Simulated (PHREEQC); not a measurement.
Dissolve 0.99 mol/kgw NaOH, 0.68 mol/kgw H3BO3 and 2.6 mol/kgw KBr at 20 °C. Closed to the air; pH follows from the charge balance.

Equilibrium calculation in PHREEQC: Pitzer model, pitzer.dat.

### Question
The ionic strength comes out as 3.59 mol/kgw. What activity coefficients do K+, OH-, Na+, B4O5(OH)4-2, B(OH)4- get?

### Answer
K+ 0.56, OH- 0.72, Na+ 0.62, B4O5(OH)4-2 0.0058, B(OH)4- 0.47. Single-ion values are on the MacInnes scale.

No solid was allowed to form. In brines, pH and single-ion activities rest on the MacInnes convention.
